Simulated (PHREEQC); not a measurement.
Dissolve 0.0045 mol/kgw NiSO4, 0.0031 mol/kgw NaCl and 0.049 mol/kgw H2SO4 at 3.1 °C. Closed to the air; pH follows from the charge balance.

Model: ion-association model, wateq4f.dat, run in PHREEQC.

```tsv
quantity	before	after
pH	1.26	1.85
ionic strength (mol/kgw)	0.0969	0.0251
HSO4- (mol/kgw)	0.0327	0.00382
SO4-2 (mol/kgw)	0.0193	0.00665
```

### Question
Which change was made?
A) temperature from 3.1 to 80 °C
B) NiSO4 left out
C) diluted 5-fold with water
D) NaCl replaced by KCl at the same molality
E) 0.00073 mol/kgw LiNO3 added

### Answer
C, diluted 5-fold with water

No solid was allowed to form. Constants without temperature data keep their 25 °C values here.
